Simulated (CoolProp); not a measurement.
Vapour-liquid equilibrium of R134a (1) + R124 (2) at 0.352 MPa; x and y are mole fractions of (1).

Values from CoolProp's multi-fluid Helmholtz-energy mixture model, Tillner-Roth 1994 and de Vries 1995; pair parameters Bell 2016.

Task: Give the bubble temperature and the first vapour's composition at x = 0.35, 0.55, 0.75. Is there an azeotrope?

Result: x = 0.35: 13.9 °C, y = 0.484; x = 0.55: 10.5 °C, y = 0.669; x = 0.75: 7.8 °C, y = 0.823. No azeotrope shows between x = 0.05 and 0.95.

The pair parameters rest on a limited set of measurements; away from them the model extrapolates.
